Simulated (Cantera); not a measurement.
An isothermal, constant-pressure homogeneous reactor starts with H2 : O2 : N2 = 1.4 : 1 : 2.2 (molar parts), equivalence ratio 0.70, at 825 K and 28000 Pa. Integrator tolerance rtol = 1e-08.

Detailed kinetics in Cantera: the H2/O2 subset of GRI-Mech 3.0, which has no nitrogen chemistry. Below about 950 K walls govern HO2 and H2O2 in real vessels. The temperature is held fixed by assumption; the heat of reaction is taken as removed at once.

| quantity | before | after |
|---|---|---|
| x(H2) at 20.0 s | 0.262 (gas-phase equilibrium <1e-12) | 0.127 (gas-phase equilibrium <1e-12) |
| x(O2) at 20.0 s | 0.197 (gas-phase equilibrium 0.0769) | 0.135 (gas-phase equilibrium 0.0769) |
| x(H) at 20.0 s | 5.29e-8 (gas-phase equilibrium <1e-12) | 6.68e-8 (gas-phase equilibrium <1e-12) |
| x(H2O2) at 20.0 s | 0.00105 (gas-phase equilibrium 9.90e-12) | 0.000546 (gas-phase equilibrium 6.83e-12) |
| x(H2O) at 20.0 s | 0.0490 (gas-phase equilibrium 0.359) | 0.209 (gas-phase equilibrium 0.359) |

Task: Name the change that produced these shifts.
A. temperature 825 to 1375 K
B. temperature 825 to 900 K
C. O2 1 to 0.57 parts
D. pressure from 28000 Pa to 13300 Pa

Result: D, pressure from 28000 Pa to 13300 Pa
